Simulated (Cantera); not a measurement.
# Gas-phase reforming

A perfectly stirred reactor is fed with CH4 : H2O : H2 = 1 : 0.99 : 0.23 (molar parts), at 0.987 atm; it is held at 1600 K, and followed from long to short residence time.

Model: GRI-Mech 3.0 (53 species, 325 reactions), integrated in Cantera.

| τ (s) | x CH4 | x H2O | x H2 | x C2H2 | x CH2O | x CH2 |
|---|---|---|---|---|---|---|
| 0.57 | 0.108 | 0.287 | 0.473 | 0.0886 | 7.13e-7 | 2.11e-8 |
| 0.30 | 0.138 | 0.318 | 0.427 | 0.0884 | 1.06e-6 | 2.48e-8 |
| 0.16 | 0.177 | 0.345 | 0.379 | 0.0820 | 1.54e-6 | 2.78e-8 |
| 0.085 | 0.222 | 0.368 | 0.328 | 0.0702 | 2.19e-6 | 3.04e-8 |
| 0.045 | 0.272 | 0.388 | 0.276 | 0.0550 | 3.02e-6 | 3.27e-8 |
| 0.024 | 0.320 | 0.406 | 0.227 | 0.0391 | 3.98e-6 | 3.48e-8 |
| 0.013 | 0.362 | 0.420 | 0.186 | 0.0250 | 4.92e-6 | 3.67e-8 |
| 0.0068 | 0.396 | 0.431 | 0.153 | 0.0133 | 5.69e-6 | 3.79e-8 |
x: mole fraction; the columns are a selection and need not sum to one.
